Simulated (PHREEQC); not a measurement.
Brackish or sea water (model solution)

A made-up water analysis in mmol/kgw, 25 °C, pH 7.31:

| constituent | mmol/kgw |
|---|---|
| Na | 551 |
| K | 4.39 |
| Ca | 9.53 |
| Mg | 38.1 |
| Cl | 512 |
| S(6) | 75.6 |
| Alkalinity (meq/kgw) | 0.711 |

Valence states are taken as typed.

Computed with PHREEQC (Pitzer model, pitzer.dat).

```
Quantity                      Value
--------------------  -------------
ionic strength        0.780 mol/kgw
activity of water             0.981
density                 1.026 g/cm³
osmotic coefficient           0.881
charge-balance error         -1.0 %
```

```csv
species,molality,activity,log γ
Na+,0.551,0.376,-0.166
Cl-,0.512,0.317,-0.208
SO4-2,0.0756,0.00658,-1.061
Mg+2,0.0381,0.00825,-0.664
Ca+2,0.00953,0.00179,-0.726
K+,0.00439,0.00276,-0.201
HCO3-,0.000696,0.000415,-0.224
CO2,4.05e-5,4.55e-5,0.051
CO3-2,4.32e-6,3.88e-7,-1.047
MgCO3,2.72e-6,2.72e-6,0.000
OH-,3.79e-7,2.03e-7,-0.272
MgOH+,2.97e-7,2.57e-7,-0.063
H+,6.47e-8,4.90e-8,-0.121
HSO4-,4.88e-8,3.07e-8,-0.202
```

No solid was allowed to form.
